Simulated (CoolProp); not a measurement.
The numbers come from the reference Helmholtz-energy equation of state, Wagner 2002 in CoolProp.

For water, give the phase and the Z, isothermal compressibility (1/MPa) at 346.9 K and 1580 kPa.


- 346.9 K and 1580 kPa: liquid; Z 0.0101, isothermal compressibility 0.000453
